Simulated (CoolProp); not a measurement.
Vapour-liquid equilibrium of propylene (1) + R142b (2) at 232.3 K; x and y are mole fractions of (1).

Values from CoolProp's multi-fluid Helmholtz-energy mixture model, Lemmon 2013 and Lemmon 2006; pair parameters Bell 2016.

| x | bubble pressure (kPa) | y at the bubble point | dew pressure at overall composition x (kPa) | liquid density (mol/L) |
|---|---|---|---|---|
| 0.05 | 29.99 | 0.276 | 23.78 | ___ |
| 0.15 | 44.34 | 0.558 | 26.18 | 12.79 |
| 0.25 | 58.03 | 0.698 | 29.11 | 12.95 |
| 0.35 | 70.72 | 0.781 | 32.77 | 13.11 |
| 0.45 | 82.32 | ___ | 37.48 | ___ |
| 0.55 | 92.94 | ___ | ___ | 13.44 |
| 0.65 | 102.8 | 0.908 | 52.51 | 13.61 |
| 0.75 | 112.3 | 0.935 | 65.44 | 13.80 |
| 0.85 | 121.7 | 0.961 | 85.86 | 13.99 |
| 0.95 | 131.4 | 0.986 | 117.7 | 14.19 |

Problem. What belongs in the gaps?

Solution. 
- 0.05, liquid density (mol/L): 12.64
- 0.45, y at the bubble point: 0.836
- 0.45, liquid density (mol/L): 13.27
- 0.55, y at the bubble point: 0.876
- 0.55, dew pressure at overall composition x (kPa): 43.76

No azeotrope shows between x = 0.05 and 0.95.

Pair parameters are fitted to limited data, so mixtures are less certain than the pure fluids.
